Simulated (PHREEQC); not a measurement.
1 kg of water holding 0.036 mol/kgw SrCl2, 0.015 mol/kgw MgCl2, 0.022 mol/kgw KCl, 0.01 mol/kgw NaCl and 0.51 mol/kgw CaCl2 is evaporated at 25 °C; the solids stay in contact with the brine. The system is closed to CO2. Only these solids could form: Bischofite, Brucite, Carnallite, Halite, Portlandite, Sylvite, MgCl2_4H2O.

Equilibrium calculation in PHREEQC: Pitzer model, pitzer.dat.

| water left (kg) | ionic strength | water activity | Ca in solution (mol/kgw) | Na in solution (mol/kgw) | Cl in solution (mol/kgw) |
|---|---|---|---|---|---|
| 1 | 1.72 | 0.971 | 0.510 | 0.0100 | 1.15 |
| 0.8219 | 2.09 | 0.964 | 0.621 | 0.0122 | 1.40 |
| 0.6755 | 2.54 | 0.954 | 0.755 | 0.0148 | 1.71 |
| 0.5552 | 3.09 | 0.942 | 0.919 | 0.0180 | 2.08 |
| 0.4563 | 3.76 | 0.926 | 1.12 | 0.0219 | 2.53 |
| 0.375 | 4.57 | 0.904 | 1.36 | 0.0267 | 3.08 |
| 0.3082 | 5.56 | 0.874 | 1.65 | 0.0324 | 3.74 |
| 0.2533 | 6.77 | 0.834 | 2.01 | 0.0395 | 4.56 |
| 0.2082 | 8.24 | 0.780 | 2.45 | 0.0480 | 5.54 |
| 0.1711 | 10.0 | 0.709 | 2.98 | 0.0584 | 6.74 |
| 0.1407 | 12.2 | 0.619 | 3.63 | 0.0711 | 8.20 |
| 0.1156 | 14.8 | 0.509 | 4.41 | 0.0865 | 9.98 |
